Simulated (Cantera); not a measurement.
Input: 1 mol HgO, 0.44 mol O2, 26 mol H2, at 1598 K and 0.133 bar.

These are equilibrium values from Cantera (NASA tables, ideal gas, pure condensed phases), not measurements of a reactor. Candidate condensed phases: H2O, Hg, HgO; 10 gas species. Equilibrium is a limit: real reactors are often held back by kinetics, nucleation or transport.

Base state: H2 0.893, H2O 0.0696, Hg 0.0370, H 0.000138 (mole fractions); condensed: gas only.

Question: What changes in the equilibrium state with this change: O2 from 0.44 to 1.6 mol?

Answer: 
```
species    before     after
-------  --------  --------
H2          0.893     0.807
H2O        0.0696     0.156
Hg         0.0370    0.0370
H        0.000138  0.000131
```
